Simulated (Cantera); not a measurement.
What does this Cantera script print?

```python
import numpy as np
import cantera as ct

gas_names = """
    SO2 PbO S2
""".split()
cond_names = """
    Pb(cr) Pb(L)
""".split()


def load(file, names, dense=False):
    # The tables refer to 1 bar. Condensed volumes are neglected.
    table = {s.name: s for s in ct.Species.list_from_file(file)}
    out = []
    for n in names:
        d = dict(table[n].input_data)
        d["thermo"] = dict(d["thermo"], **{"reference-pressure": 1e5})
        if dense:
            d["equation-of-state"] = {"model": "constant-volume", "density": "1e6 g/cm^3"}
        out.append(ct.Species.from_dict(d))
    return out


species = {s.name: s for s in load("nasa_gas.yaml", gas_names) + load("nasa_condensed.yaml", cond_names)}
# Each term lists the table entries of one substance; the one whose range holds T is used.
reactions = {
    '4 Pb + 2 SO2(g) = 4 PbO(g) + S2(g)':
        [(-4, ['Pb(cr)', 'Pb(L)']), (-2, ['SO2']), (4, ['PbO']), (1, ['S2'])],
}


def pick(names, T):
    return next(species[n] for n in names if species[n].thermo.min_temp <= T <= species[n].thermo.max_temp)


results = []
for label, terms in reactions.items():
    print(label)
    print("     T/K   dH/kJ  dS/(J/K)   dG/kJ   log10 K")
    for T in [748, 898, 1048, 1198, 1348, 1498]:
        used = [(nu, pick(names, T)) for nu, names in terms]
        dH = sum(nu * s.thermo.h(T) for nu, s in used) / 1e6
        dS = sum(nu * s.thermo.s(T) for nu, s in used) / 1e3
        dG = dH - T * dS / 1e3
        logK = -dG * 1e6 / (ct.gas_constant * T * np.log(10))
        results.append((label, T, dH, dS, dG, logK, [s.name for _, s in used]))
        print(f"{T:8g} {dH:8.1f} {dS:8.1f} {dG:8.1f} {logK:8.2f}")
```

Result:

```
4 Pb + 2 SO2(g) = 4 PbO(g) + S2(g)
     T/K   dH/kJ  dS/(J/K)   dG/kJ   log10 K
     748    968.6    370.9    691.2   -48.26
     898    962.4    363.3    636.1   -37.00
    1048    956.2    356.9    582.1   -29.01
    1198    950.2    351.6    529.0   -23.06
    1348    944.3    346.9    476.6   -18.47
    1498    938.4    342.8    424.9   -14.81
```

Standard-state values (1 bar) from the NASA 1993 polynomials, evaluated with Cantera. Condensed species are held in their standard states even where they would react or evaporate.
